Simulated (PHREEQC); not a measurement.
A solution holds 16 mmol/kgw KCl, 86 mmol/kgw ZnBr2 and 0.039 mmol/kgw Al(NO3)3, at 20 °C. Closed to the air; pH follows from the charge balance.

Equilibrium calculation in PHREEQC: ion-association model, phreeqc.dat.

| quantity | before | after |
|---|---|---|
| pH | 4.97 | 4.89 |
| Cl- (mol/kgw) | 0.0152 | 0.0160 |
| Al+3 (mol/kgw) | 2.96e-5 | 2.72e-5 |
| AlOH+2 (mol/kgw) | 8.00e-6 | 9.28e-6 |
| Al(OH)2+ (mol/kgw) | 1.43e-6 | 2.50e-6 |
| Al(OH)3 (mol/kgw) | 9.10e-9 | 1.73e-8 |
| SI of Gibbsite (Al(OH)3) | +1.03 | +1.29 |
| SI of Sylvite (KCl) | -4.81 | -4.58 |

What was changed between the two runs?
A. ZnBr2 left out
B. temperature from 20 to 70 °C
C. Al(NO3)3 from 3.9e-05 to 3.9e-06 mol/kgw
D. temperature from 20 to 35 °C
E. Al(NO3)3 from 3.9e-05 to 4.29e-05 mol/kgw

A, ZnBr2 left out

Precipitation was switched off in this run. Some of these states are supersaturated (in Gibbsite (slow to form), for instance).
